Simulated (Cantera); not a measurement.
Cantera run, input and output.

```python
import numpy as np
import cantera as ct

gas = ct.Solution("gri30.yaml", transport_model="multicomponent")
show = ['CH4', 'OH', 'CH3']

rows = []
print(f"{'T/K':>7s}{'rho':>11s}{'cp':>10s}{'mu':>11s}{'lambda':>11s}{'Pr':>7s}" + "".join(f"{'D_' + s:>11s}" for s in show))
for T in [400, 550, 700, 850, 1000, 1150, 1300, 1450, 1600]:
    gas.TPX = T, 430000, {'N2': 0.085, 'CO': 0.25, 'CO2': 0.66, 'C2H6': 0.35}
    Pr = gas.cp_mass * gas.viscosity / gas.thermal_conductivity
    D = [gas.mix_diff_coeffs_mole[gas.species_index(s)] for s in show]
    rows.append([gas.density, gas.cp_mass, gas.viscosity, gas.thermal_conductivity, Pr, *D])
    print(f"{T:7g}{gas.density:11.4e}{gas.cp_mass:10.1f}{gas.viscosity:11.4e}"
          f"{gas.thermal_conductivity:11.4e}{Pr:7.3f}" + "".join(f"{d:11.4e}" for d in D))
print("SI units: kg/m3, J/kg/K, Pa s, W/m/K, m2/s")
```

It prints:

```
    T/K        rho        cp         mu     lambda     Pr      D_CH4       D_OH      D_CH3
    400 4.7059e+00    1223.2 1.8076e-05 2.9465e-02  0.750 7.1186e-06 1.0020e-05 7.1587e-06
    550 3.4225e+00    1425.1 2.3535e-05 4.4342e-02  0.756 1.2568e-05 1.7452e-05 1.2645e-05
    700 2.6891e+00    1592.0 2.8354e-05 5.9460e-02  0.759 1.9134e-05 2.6365e-05 1.9256e-05
    850 2.2145e+00    1723.1 3.2719e-05 7.4162e-02  0.760 2.6709e-05 3.6628e-05 2.6886e-05
   1000 1.8824e+00    1835.7 3.6742e-05 8.8657e-02  0.761 3.5218e-05 4.8144e-05 3.5455e-05
   1150 1.6368e+00    1922.9 4.0501e-05 1.0236e-01  0.761 4.4603e-05 6.0841e-05 4.4907e-05
   1300 1.4480e+00    1994.8 4.4046e-05 1.1551e-01  0.761 5.4819e-05 7.4663e-05 5.5195e-05
   1450 1.2982e+00    2053.8 4.7417e-05 1.2807e-01  0.760 6.5829e-05 8.9561e-05 6.6284e-05
   1600 1.1765e+00    2102.0 5.0643e-05 1.4006e-01  0.760 7.7603e-05 1.0550e-04 7.8142e-05
SI units: kg/m3, J/kg/K, Pa s, W/m/K, m2/s
```

Detailed kinetics in Cantera: GRI-Mech 3.0 (53 species, 325 reactions). The composition is frozen, though it would react at the higher temperatures.
